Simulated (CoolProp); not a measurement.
Computed with CoolProp (reference Helmholtz-energy equation of state, Lemmon 2006). It is a short technical equation, of lower accuracy than the large ones.

Task: For R142b, give the phase and the speed of sound (m/s), isothermal compressibility (1/MPa), expansivity (1/kK), conductivity (mW/(m K)) at 470 K and 0.624 MPa; 470 K and 1.09 MPa; 470 K and 1.72 MPa.

Result: 
- 470 K and 0.624 MPa: gas; speed of sound 199, isothermal compressibility 1.66, expansivity 2.39, conductivity 25.3
- 470 K and 1.09 MPa: gas; speed of sound 195, isothermal compressibility 0.978, expansivity 2.63, conductivity 25.7
- 470 K and 1.72 MPa: gas; speed of sound 189, isothermal compressibility 0.647, expansivity 3.00, conductivity 26.3

Thermal conductivity comes from a separate model (Huber 2003), an estimate that may be off by 10 % or more.
